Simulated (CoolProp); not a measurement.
Model: reference Helmholtz-energy equation of state, Tillner-Roth 1997, in CoolProp.

Problem. For CH2F2 (R32), give the phase and the speed of sound (m/s), Joule-Thomson coefficient (K/MPa) at 435 K and 0.0457 MPa; 435 K and 0.311 MPa.

Solution. 
- 435 K and 0.0457 MPa: gas; speed of sound 286, Joule-Thomson coefficient 7.79
- 435 K and 0.311 MPa: gas; speed of sound 285, Joule-Thomson coefficient 7.76
